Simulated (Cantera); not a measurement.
An isothermal, constant-pressure homogeneous reactor starts with CO : O₂ : H₂O : N₂ = 0.016 : 0.0085 : 0.00013 : 1 (molar parts), at 1323 K and 750 Torr.

Model: GRI-Mech 3.0 (53 species, 325 reactions), integrated in Cantera.

### Question
Predict: x(CO) at 4.00 s; x(O₂) at 4.00 s; x(H₂O) at 4.00 s; x(O) at 4.00 s; x(N₂O) at 4.00 s; x(NO₂) at 4.00 s; x(NO) at 4.00 s.

### Answer
```json
{
 "x(CO) at 4.00 s": "1.47e-5 (gas-phase equilibrium 1.74e-7)",
 "x(O₂) at 4.00 s": "0.000495 (gas-phase equilibrium 0.000480)",
 "x(H₂O) at 4.00 s": "0.000127 (gas-phase equilibrium 0.000128)",
 "x(O) at 4.00 s": "4.07e-7 (gas-phase equilibrium 5.86e-9)",
 "x(N₂O) at 4.00 s": "1.36e-7 (gas-phase equilibrium 1.80e-9)",
 "x(NO₂) at 4.00 s": "3.26e-8 (gas-phase equilibrium 1.16e-8)",
 "x(NO) at 4.00 s": "6.81e-6 (gas-phase equilibrium 2.46e-5)"
}
```
